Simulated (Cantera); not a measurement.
An adiabatic, constant-volume homogeneous reactor starts with CH₄ : O₂ : N₂ = 1 : 1.82 : 6.84 (molar parts), equivalence ratio 1.1, at 1000 K and 0.530 bar. Integrator tolerance rtol = 1e-08.

Detailed kinetics in Cantera: GRI-Mech 3.0 (53 species, 325 reactions).

Problem. What does this change do: initial temperature 1000 to 1273 K?

Solution. 
```json
[
 {"quantity": "temperature at 0.200 s", "before": "1000 K", "after": "2811 K"},
 {"quantity": "equilibrium temperature", "before": "2745 K", "after": "2811 K"},
 {"quantity": "x(CH₄) at 0.200 s", "before": "0.103 (gas-phase equilibrium <1e-12)", "after": "<1e-12 (gas-phase equilibrium <1e-12)"},
 {"quantity": "x(O₂) at 0.200 s", "before": "0.188 (gas-phase equilibrium 0.0104)", "after": "0.0135 (gas-phase equilibrium 0.0135)"},
 {"quantity": "x(C₂H₂) at 0.200 s", "before": "<1e-12 (gas-phase equilibrium <1e-12)", "after": "<1e-12 (gas-phase equilibrium <1e-12)"},
 {"quantity": "x(C₂H₆) at 0.200 s", "before": "2.82e-6 (gas-phase equilibrium <1e-12)", "after": "<1e-12 (gas-phase equilibrium <1e-12)"},
 {"quantity": "x(CO₂) at 0.200 s", "before": "6.35e-10 (gas-phase equilibrium 0.0505)", "after": "0.0437 (gas-phase equilibrium 0.0437)"},
 {"quantity": "x(CO) at 0.200 s", "before": "4.46e-7 (gas-phase equilibrium 0.0481)", "after": "0.0538 (gas-phase equilibrium 0.0538)"},
 {"quantity": "time of steepest temperature rise", "before": "not reached", "after": "27.5 ms"}
]
```
